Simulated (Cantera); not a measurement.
A closed system holds: 1 mol TiO2, 0.15 mol MgO, 6.7 mol O2, held at 1200 K and 1.20 Torr.

These are equilibrium values from Cantera (NASA tables, ideal gas, pure condensed phases), not measurements of a reactor. Candidate condensed phases: Mg, MgO, MgTiO3, MgTi2O5, Mg2TiO4, Ti, TiO, TiO2, Ti2O3, Ti3O5, Ti4O7; 9 gas species. Mutual solubility and eutectic melting of coexisting phases are not modelled. Condensed phases not in the tables: alloys, solid solutions and most ternary compounds. Rates play no part.

Base state: O2 1.000 (mole fractions); condensed: MgTi2O5(s) + TiO2(rutile).

Problem. What changes in the equilibrium state with this change: 0.19 mol CH4 added?

Solution. 
```
species            before    after
-----------------  ------  -------
O2                  1.000    0.917
H2O                     0   0.0551
CO2                     0   0.0276
OH                      0  1.61e-5
MgTi2O5(s), mol     0.150    0.150
TiO2(rutile), mol   0.700    0.700
```
Further candidate phases: C, C6H6, C7H8, C8H18, H2O, MgCO3, Mg(OH)2, TiC.

Problem. What changes in the equilibrium state with this change: temperature from 1200 K to 2123 K?

Solution. 
| species | before | after |
|---|---|---|
| O2 | 1.000 | 0.959 |
| O | 6.26e-7 | 0.0399 |
| TiO2 | <1e-9 | 0.00111 |
| Mg | <1e-9 | 4.71e-5 |
| MgTi2O5(s), mol | 0.150 | 0 |
| TiO2(rutile), mol | 0.700 | 0.693 |
| MgTi2O5(l), mol | 0 | 0.150 |
